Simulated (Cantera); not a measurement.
An isothermal, constant-pressure homogeneous reactor starts with NO : N₂ = 1 : 0.11 (molar parts), at 2000 K and 1.01 bar.

Cantera simulation using GRI-Mech 3.0 (53 species, 325 reactions); the numbers are that mechanism's predictions, not measurements.

Predict: x(NO) at 7.00 s; x(NO₂) at 7.00 s; x(N₂) at 7.00 s; x(O) at 7.00 s; x(N₂O) at 7.00 s; x(O₂) at 7.00 s.


| Property | Result |
|---|---|
| x(NO) at 7.00 s | 0.0121 (gas-phase equilibrium 0.00931) |
| x(NO₂) at 7.00 s | 3.05e-5 (gas-phase equilibrium 2.35e-5) |
| x(N₂) at 7.00 s | 0.543 (gas-phase equilibrium 0.545) |
| x(O) at 7.00 s | 0.000446 (gas-phase equilibrium 0.000446) |
| x(N₂O) at 7.00 s | 4.61e-7 (gas-phase equilibrium 4.38e-7) |
| x(O₂) at 7.00 s | 0.444 (gas-phase equilibrium 0.445) |
